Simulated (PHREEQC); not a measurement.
Consider water at 25 °C with 12 mmol/kgw MgCl2, 0.38 mmol/kgw Na2SO4 and 0.24 mmol/kgw H4SiO4. It is in equilibrium with CO2 at log p = 0 (atm). Otherwise closed; pH follows from the charge balance.

All values are PHREEQC results (ion-association model, phreeqc.dat), not measurements.

### Question
The ionic strength comes out as 0.0366 mol/kgw. What activity coefficients do SO4-2, MgHCO3+, H+, Mg+2, Cl- get?

### Answer
SO4-2 0.50, MgHCO3+ 0.84, H+ 0.87, Mg+2 0.52, Cl- 0.83.

No solid was allowed to form. Saturation is exceeded, for instance for Quartz (slow to form); the values hold only as long as no solid forms. Species that the database lacks are ignored.
